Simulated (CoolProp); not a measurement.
Vapour-liquid equilibrium of fluoroethane (R161) (1) + R134a (2) at 965 kPa; x and y are mole fractions of (1).

Model: multi-fluid Helmholtz-energy mixture model, Wu 2012 and Tillner-Roth 1994; pair parameters Bell 2016, in CoolProp.

Q: Give the bubble temperature and the first vapour's composition at x = 0.15, 0.55, 0.75. Is there an azeotrope?

A: x = 0.15: 36.8 °C, y = 0.174; x = 0.55: 32.5 °C, y = 0.611; x = 0.75: 30.0 °C, y = 0.801. No azeotrope shows between x = 0.05 and 0.95.

The pair parameters rest on a limited set of measurements; away from them the model extrapolates.
